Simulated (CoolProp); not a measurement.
The fluid at 295 K and 0.175 MPa is throttled through a valve to 0.0128 MPa with no heat exchange. The same conditions are run with several fluids, on thermodynamics alone (safety and materials aside).

Model: reference Helmholtz-energy equation of state of each fluid (fluorine: de Reuck 1990; C2F6 (R116): Lemmon 2006; dry air: Lemmon 2000; R407C: Lemmon 2003; CH2F2 (R32): Tillner-Roth 1997), in CoolProp. Blends and air are pseudo-pure fits.

Task: Rank fluorine, C2F6 (R116), dry air, R407C, CH2F2 (R32) by temperature change (K), highest first.

Result: fluorine (-0.3), dry air (-0.4), C2F6 (R116) (-1.4), R407C (-3.5), CH2F2 (R32) (-4.4)

```tsv
fluid	final density (kg/m³)
fluorine	0.199
C2F6 (R116)	0.725
dry air	0.151
R407C	0.456
CH2F2 (R32)	0.276
```
